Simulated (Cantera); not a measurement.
What does this Cantera script print?

```python
import numpy as np
import cantera as ct

gas_names = """
    N NO NO2 TaO2 N2
""".split()
cond_names = """
    Ta2O5(s) Ta2O5(L) C(gr) TaC(s) TaC(L)
""".split()


# ... load() reads the species with a 1 bar reference pressure and builds the phases ...
species = {s.name: s for s in load("nasa_gas.yaml", gas_names) + load("nasa_condensed.yaml", cond_names)}
# Each term lists the table entries of one substance; the one whose range holds T is used.
reactions = {
    'Ta2O5 + 5 N(g) + 2 C = 2 TaC + 5 NO(g)':
        [(-1, ['Ta2O5(s)', 'Ta2O5(L)']), (-5, ['N']), (-2, ['C(gr)']), (2, ['TaC(s)', 'TaC(L)']), (5, ['NO'])],
    '2 TaC + 2 NO2(g) = 2 TaO2(g) + N2(g) + 2 C':
        [(-2, ['TaC(s)', 'TaC(L)']), (-2, ['NO2']), (2, ['TaO2']), (1, ['N2']), (2, ['C(gr)'])],
}


def pick(names, T):
    return next(species[n] for n in names if species[n].thermo.min_temp <= T <= species[n].thermo.max_temp)


results = []
for label, terms in reactions.items():
    print(label)
    print("     T/K   dH/kJ  dS/(J/K)   dG/kJ   log10 K")
    for T in [1098, 1123, 1148, 1173, 1198, 1223]:
        used = [(nu, pick(names, T)) for nu, names in terms]
        dH = sum(nu * s.thermo.h(T) for nu, s in used) / 1e6
        dS = sum(nu * s.thermo.s(T) for nu, s in used) / 1e3
        dG = dH - T * dS / 1e3
        logK = -dG * 1e6 / (ct.gas_constant * T * np.log(10))
        results.append((label, T, dH, dS, dG, logK, [s.name for _, s in used]))
        print(f"{T:8g} {dH:8.1f} {dS:8.1f} {dG:8.1f} {logK:8.2f}")
```

It prints:

```
Ta2O5 + 5 N(g) + 2 C = 2 TaC + 5 NO(g)
     T/K   dH/kJ  dS/(J/K)   dG/kJ   log10 K
    1098   -190.9    152.9   -358.7    17.06
    1123   -192.3    151.6   -362.5    16.86
    1148   -193.8    150.3   -366.3    16.67
    1173   -195.2    149.1   -370.0    16.48
    1198   -196.6    147.9   -373.8    16.30
    1223   -198.0    146.7   -377.4    16.12
2 TaC + 2 NO2(g) = 2 TaO2(g) + N2(g) + 2 C
     T/K   dH/kJ  dS/(J/K)   dG/kJ   log10 K
    1098   -196.3    175.9   -389.5    18.53
    1123   -196.9    175.4   -393.9    18.32
    1148   -197.4    174.9   -398.2    18.12
    1173   -198.0    174.4   -402.6    17.93
    1198   -198.6    173.9   -407.0    17.74
    1223   -199.1    173.5   -411.3    17.57
```

Standard-state values (1 bar) from the NASA 1993 polynomials, evaluated with Cantera. TaC: taken at fixed stoichiometry. Condensed species are held in their standard states even where they would react or evaporate.
